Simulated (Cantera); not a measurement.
An isothermal, constant-pressure homogeneous reactor starts with N2O : N2 = 1 : 0.41 (molar parts), at 1225 K and 1.01 bar.

Cantera simulation using GRI-Mech 3.0 (53 species, 325 reactions); the numbers are that mechanism's predictions, not measurements. GRI-Mech 3.0 was tuned for natural gas; its chemistry of N2O as a main component is partial and can be far from experiment. The mechanism lacks the step 2 NO + O2 → 2 NO2, which can matter for NO2 below about 1400 K. The temperature is held fixed by assumption; the heat of reaction is taken as removed at once.

x: mole fraction; the columns are a selection and need not sum to one.

| t (s) | x N2O | x NO2 | x O | x O2 | x NO | x N2 |
|---|---|---|---|---|---|---|
| 0.000700 | 0.709 | 2.10e-8 | 2.53e-6 | 0.000204 | 5.30e-5 | 0.291 |
| 0.00167 | 0.708 | 1.17e-7 | 2.52e-6 | 0.000488 | 0.000127 | 0.292 |
| 0.00399 | 0.706 | 6.15e-7 | 2.52e-6 | 0.00117 | 0.000303 | 0.293 |
| 0.00951 | 0.701 | 2.92e-6 | 2.52e-6 | 0.00277 | 0.000719 | 0.296 |
| 0.0227 | 0.689 | 1.15e-5 | 2.50e-6 | 0.00654 | 0.00169 | 0.303 |
| 0.0542 | 0.663 | 3.49e-5 | 2.46e-6 | 0.0152 | 0.00389 | 0.318 |
| 0.129 | 0.605 | 8.65e-5 | 2.36e-6 | 0.0339 | 0.00861 | 0.352 |
| 0.308 | 0.494 | 0.000183 | [?] | 0.0704 | 0.0174 | 0.418 |
| 0.736 | 0.323 | 0.000320 | [?] | 0.127 | 0.0299 | 0.519 |
| 1.76 | 0.143 | 0.000438 | [?] | 0.189 | 0.0402 | 0.628 |
| 4.19 | 0.0325 | 0.000488 | [?] | 0.228 | 0.0433 | 0.696 |
| 10.0 | 0.00183 | 0.000601 | [?] | 0.239 | 0.0430 | 0.715 |

Question: Some entries are withheld; supply them.

Answer: 
- 0.308, x O: 2.15e-6
- 0.736, x O: 1.74e-6
- 1.76, x O: 1.06e-6
- 4.19, x O: 3.43e-7
- 10.0, x O: 3.97e-8
